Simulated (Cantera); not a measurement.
A closed system holds: 1 mol PbS, 0.4 mol H₂, equilibrated at 2173.15 K and 1.90 bar.

Method: chemical equilibrium by Gibbs-energy minimisation in Cantera with the NASA 1993 tables (ideal gas, pure condensed phases). Candidate condensed phases: Pb, PbS, S; 10 gas species. Rates play no part.

Base state: PbS 0.502, H₂ 0.230, Pb 0.163, S₂ 0.0601, H₂S 0.0297, SH 0.0120, H 0.00168, S 0.00161 (mole fractions); condensed: gas only.

Question: What changes in the equilibrium state with this change: temperature from 2173.15 K to 625 K?

Answer: 
```tsv
species	before	after
H₂	0.230	1.000
H₂S	0.0297	7.29e-5
PbS	0.502	<1e-9
Pb	0.163	<1e-9
S₂	0.0601	<1e-9
SH	0.0120	<1e-9
H	0.00168	<1e-9
S	0.00161	<1e-9
PbS(s), mol	0	1.000
```

Question: What changes in the equilibrium state with this change: temperature from 2173.15 K to 1273 K?

Answer: 
```tsv
species	before	after
H₂	0.230	0.888
H₂S	0.0297	0.0984
PbS	0.502	0.0123
Pb	0.163	0.000966
S₂	0.0601	3.67e-5
SH	0.0120	3.20e-5
S	0.00161	8.05e-9
H	0.00168	4.88e-7
Pb₂	0.000180	7.25e-8
Pb(l), mol	0	0.0396
PbS(s), mol	0	0.955
```
Mutual solubility and eutectic melting of coexisting phases are not modelled.
